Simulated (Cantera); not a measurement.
Input (Python, Cantera) and output of one run.

```python
import numpy as np
import cantera as ct

gas_names = [...]  # 109 gases of nasa_gas.yaml made of C, Cl, H, Si
cond_names = """
    C(gr) C6H6(L) C7H8(L) C8H18(L),n-octa Si(cr) Si(L) SiC(b)
""".split()


# ... load() reads the species with a 1 bar reference pressure and builds the phases ...
atoms = {
    'SiH2Cl2': {'Si': 1, 'H': 2, 'CL': 2},
    'CH4': {'C': 1, 'H': 4},
    'H2': {'H': 2},
}
top_T = {'C(gr)': 4500, 'SiC(b)': 3050}  # K; cautious upper limits of use, not melting points


# ... equilibrate(T, P, feed) seeds the gas with the atoms and calls Mixture.equilibrate('TP', solver="vcs", rtol=1e-11, max_steps=5000) ...
results = []
T = 1125  # K
P = 180  # Pa
for m in [0.015, 0.026, 0.047, 0.085, 0.15, 0.28, 0.5, 0.9, 1.6, 2.9]:
    feed = {'SiH2Cl2': 1, 'CH4': m, 'H2': 20}  # mol
    mix = equilibrate(T, P, feed)
    results.append((T, P, feed, dict(zip(mix.species_names, mix.species_moles))))
    x = sorted(zip(gas.X, gas.species_names), reverse=True)
    print(f"T = {T:g} K  P = {P:g} Pa  n(CH4) = {m:g} mol  gas = {mix.phase_moles(0):.4g} mol")
    print("   x: " + "  ".join(f"{s} {v:.3e}" for v, s in x if v > 0.0001))
    print("   condensed (mol): " + ("  ".join(f"{mix.phase(i).name} {mix.phase_moles(i):.4g}"
          for i in range(1, mix.n_phases) if mix.phase_moles(i) > 1e-12) or "none"))
```

Result:

```
T = 1125 K  P = 180 Pa  n(CH4) = 0.015 mol  gas = 21.94 mol
   x: H2 9.288e-01  HCL 5.860e-02  SiCL2 7.833e-03  SiCL4 2.679e-03  SiCL3 1.306e-03  SiHCL3 7.375e-04
   condensed (mol): Si(cr) 0.709  SiC(b) 0.015
T = 1125 K  P = 180 Pa  n(CH4) = 0.026 mol  gas = 21.96 mol
   x: H2 9.289e-01  HCL 5.856e-02  SiCL2 7.823e-03  SiCL4 2.672e-03  SiCL3 1.303e-03  SiHCL3 7.361e-04
   condensed (mol): Si(cr) 0.6982  SiC(b) 0.026
T = 1125 K  P = 180 Pa  n(CH4) = 0.047 mol  gas = 22 mol
   x: H2 9.290e-01  HCL 5.850e-02  SiCL2 7.805e-03  SiCL4 2.659e-03  SiCL3 1.299e-03  SiHCL3 7.336e-04
   condensed (mol): Si(cr) 0.6775  SiC(b) 0.047
T = 1125 K  P = 180 Pa  n(CH4) = 0.085 mol  gas = 22.08 mol
   x: H2 9.292e-01  HCL 5.838e-02  SiCL2 7.771e-03  SiCL4 2.637e-03  SiCL3 1.290e-03  SiHCL3 7.290e-04
   condensed (mol): Si(cr) 0.64  SiC(b) 0.085
T = 1125 K  P = 180 Pa  n(CH4) = 0.15 mol  gas = 22.21 mol
   x: H2 9.295e-01  HCL 5.818e-02  SiCL2 7.715e-03  SiCL4 2.599e-03  SiCL3 1.276e-03  SiHCL3 7.212e-04
   condensed (mol): Si(cr) 0.576  SiC(b) 0.15
T = 1125 K  P = 180 Pa  n(CH4) = 0.28 mol  gas = 22.47 mol
   x: H2 9.301e-01  HCL 5.778e-02  SiCL2 7.604e-03  SiCL4 2.524e-03  SiCL3 1.249e-03  SiHCL3 7.059e-04
   condensed (mol): Si(cr) 0.4479  SiC(b) 0.28
T = 1125 K  P = 180 Pa  n(CH4) = 0.5 mol  gas = 22.91 mol
   x: H2 9.312e-01  HCL 5.711e-02  SiCL2 7.422e-03  SiCL4 2.405e-03  SiCL3 1.204e-03  SiHCL3 6.811e-04
   condensed (mol): Si(cr) 0.2311  SiC(b) 0.5
T = 1125 K  P = 180 Pa  n(CH4) = 0.9 mol  gas = 23.76 mol
   x: H2 9.232e-01  HCL 7.263e-02  SiCL2 2.268e-03  SiCL4 1.199e-03  SiCL3 4.701e-04  SiHCL3 2.647e-04
   condensed (mol): SiC(b) 0.9
T = 1125 K  P = 180 Pa  n(CH4) = 1.6 mol  gas = 25.2 mol
   x: H2 9.206e-01  HCL 7.929e-02
   condensed (mol): C(gr) 0.5996  SiC(b) 0.9992
T = 1125 K  P = 180 Pa  n(CH4) = 2.9 mol  gas = 27.8 mol
   x: H2 9.280e-01  HCL 7.188e-02
   condensed (mol): C(gr) 1.899  SiC(b) 0.9994
```

Cantera equilibrium calculation (NASA polynomials, part measured and part estimated; ideal gas, pure solids and liquids). Mutual solubility and eutectic melting of coexisting phases are not modelled. The tables' values for SiCl3 are old estimates; treat these amounts as uncertain.
